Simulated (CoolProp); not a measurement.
Computed with CoolProp (reference Helmholtz-energy equation of state, Lemmon 2013).

### Question
Give the vapour pressure (MPa), vapour density (kg/m³) of saturated propylene at -25.85 °C.

### Answer
| T (°C) | p (MPa) | vapour density (kg/m³) |
|---|---|---|
| -25.85 | 0.247 | 5.43 |
